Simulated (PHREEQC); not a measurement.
1 kg of water holding 0.036 mol NaBr, 0.0038 mol KCl and 0.011 mol NaCl is evaporated at 25 °C; the solids stay in contact with the brine. The system is closed to CO2. Only these solids could form: Halite, Sylvite.

Model: Pitzer model, pitzer.dat, run in PHREEQC.

```csv
water left (kg),ionic strength,water activity,Cl in solution (mol/kgw),Na in solution (mol/kgw)
1,0.0508,0.998,0.0148,0.0470
0.8219,0.0618,0.998,0.0180,0.0572
0.5552,0.0915,0.997,0.0267,0.0847
0.4563,0.111,0.996,0.0324,0.103
0.375,0.135,0.995,0.0395,0.125
0.3082,0.165,0.995,0.0480,0.152
0.2082,0.244,0.992,0.0711,0.226
0.1711,0.297,0.990,0.0865,0.275
0.1407,0.361,0.988,0.105,0.334
0.1156,0.439,0.985,0.128,0.407
0.07809,0.651,0.978,0.190,0.602
0.06418,0.792,0.974,0.231,0.732
0.05275,0.963,0.968,0.281,0.891
0.04335,1.17,0.960,0.341,1.08
0.0293,1.73,0.940,0.505,1.60
0.02407,2.11,0.926,0.615,1.95
0.01979,2.57,0.908,0.748,2.38
0.01627,3.12,0.885,0.910,2.89
0.01099,4.62,0.818,1.35,4.28
0.00903,5.63,0.770,1.64,5.20
```

Species that the database lacks are ignored.
